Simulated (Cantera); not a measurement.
A closed system holds: 1 mol CH3F, 0.14 mol Si, 12 mol H2, at 1123.15 K and 2.40e-5 bar.

Method: chemical equilibrium by Gibbs-energy minimisation in Cantera with the NASA 1993 tables (ideal gas, pure condensed phases). Candidate condensed phases: C, C6H6, C7H8, C8H18, Si, SiC; 113 gas species. The tables' values for SiF3 are old estimates; treat these amounts as uncertain. The numbers say what is thermodynamically allowed, not how fast it happens.

Base state: H2 0.958, HF 0.0318, SiF4 0.0101, SiF3 2.39e-5 (mole fractions); condensed: C(graphite).

Question: What changes in the equilibrium state with this change: temperature from 1123.15 K to 2900 K?

Answer: 
```tsv
species	before	after
H	8.54e-6	0.926
C	<1e-9	0.0323
F	<1e-9	0.0260
H2	0.958	0.00156
SiF4	0.0101	<1e-9
HF	0.0318	0.00853
Si	<1e-9	0.00482
C2	<1e-9	0.000717
C3	<1e-9	0.000295
CF	<1e-9	9.93e-5
SiF	<1e-9	3.68e-5
SiF3	2.39e-5	1.58e-9
C(graphite), mol	1.000	0
```
The tables' values for SiF are old estimates; treat these amounts as uncertain.
